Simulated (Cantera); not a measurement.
# NO annealing gas

A perfectly stirred reactor is fed with NO : N2 = 1 : 0.2 (molar parts), at 1200 Torr; it is held at 1400 K, and followed from long to short residence time.

Computed with Cantera and GRI-Mech 3.0 (53 species, 325 reactions).

| τ (s) | x NO | x N2 | x O2 | x NO2 | x O | x N2O |
|---|---|---|---|---|---|---|
| 26 | 0.729 | 0.218 | 0.0493 | 0.00337 | 1.74e-7 | 0.000168 |
| 9.6 | 0.788 | 0.189 | 0.0207 | 0.00244 | 1.18e-7 | 0.000195 |
| 3.5 | 0.815 | 0.175 | 0.00765 | 0.00167 | 7.98e-8 | 0.000206 |
| 1.3 | 0.826 | 0.170 | 0.00259 | 0.00117 | 5.70e-8 | 0.000204 |
| 0.47 | 0.831 | 0.168 | 0.000694 | 0.000819 | 4.16e-8 | 0.000185 |
| 0.17 | 0.832 | 0.167 | 0.000118 | 0.000487 | 2.74e-8 | 0.000146 |
| 0.063 | 0.833 | 0.167 | 1.09e-5 | 0.000208 | 1.49e-8 | 9.32e-5 |
| 0.023 | 0.833 | 0.167 | 7.57e-7 | 6.98e-5 | 8.10e-9 | 4.65e-5 |
| 0.0084 | 0.833 | 0.167 | 6.53e-8 | 2.33e-5 | 5.58e-9 | 1.96e-5 |
| 0.0031 | 0.833 | 0.167 | 7.47e-9 | 8.20e-6 | 4.69e-9 | 7.67e-6 |
x: mole fraction; the columns are a selection and need not sum to one.
